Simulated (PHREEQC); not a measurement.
Nickel, zinc or cadmium bath: speciation

Dissolve 0.01 mol/kgw NiSO4, 0.025 mol/kgw H3BO3 and 0.0013 mol/kgw NiCl2 at 73 °C. Closed to the air; pH follows from the charge balance.

All values are PHREEQC results (ion-association model, wateq4f.dat), not measurements.

```json
{
 "pH": "5.35",
 "ionic_strength": "0.0301 mol/kgw"
}
```

| species | molality | activity | log γ |
|---|---|---|---|
| H3BO3 | 0.0250 | 0.0252 | 0.003 |
| Ni+2 | 0.00783 | 0.00382 | -0.312 |
| SO4-2 | 0.00655 | 0.00326 | -0.303 |
| NiSO4 | 0.00344 | 0.00347 | 0.003 |
| Cl- | 0.00258 | 0.00214 | -0.080 |
| NiCl+ | 2.46e-5 | 2.05e-5 | -0.078 |
| H2BO3- | 8.33e-6 | 6.85e-6 | -0.085 |
| HSO4- | 5.73e-6 | 4.79e-6 | -0.077 |
| H+ | 5.21e-6 | 4.50e-6 | -0.064 |

No solid was allowed to form. Constants without temperature data keep their 25 °C values here.
